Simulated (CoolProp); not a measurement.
Vapour-liquid equilibrium of toluene (1) + n-dodecane (2) at 187.85 °C; x and y are mole fractions of (1).

Values from CoolProp's multi-fluid Helmholtz-energy mixture model, Lemmon 2006 and Lemmon 2004; pair parameters Bell 2016.

```
x      bubble pressure, mixture model (MPa)  bubble pressure, Raoult's law (MPa)  y, mixture model  y, Raoult's law
-----  ------------------------------------  -----------------------------------  ----------------  ---------------
0.05                                0.06794                              0.07648             0.306            0.393
0.125                                0.1001                               0.1179             0.559            0.637
0.2                                  0.1358                               0.1593             0.698            0.755
0.275                                0.1742                               0.2007             0.784            0.823
0.35                                 0.2144                               0.2421             0.840            0.869
0.425                                0.2560                               0.2835             0.880            0.901
0.5                                  0.2984                               0.3249             0.909            0.925
0.575                                0.3415                               0.3663             0.931            0.943
0.65                                 0.3853                               0.4077             0.949            0.958
0.725                                0.4299                               0.4491             0.963            0.970
0.8                                  0.4753                               0.4905             0.975            0.980
0.875                                0.5216                               0.5319             0.985            0.989
0.95                                 0.5690                               0.5733             0.995            0.996
```

The largest gap from Raoult's law is -15.1 % in bubble pressure, at x = 0.125. No azeotrope shows between x = 0.05 and 0.95.

The pair parameters rest on a limited set of measurements; away from them the model extrapolates.
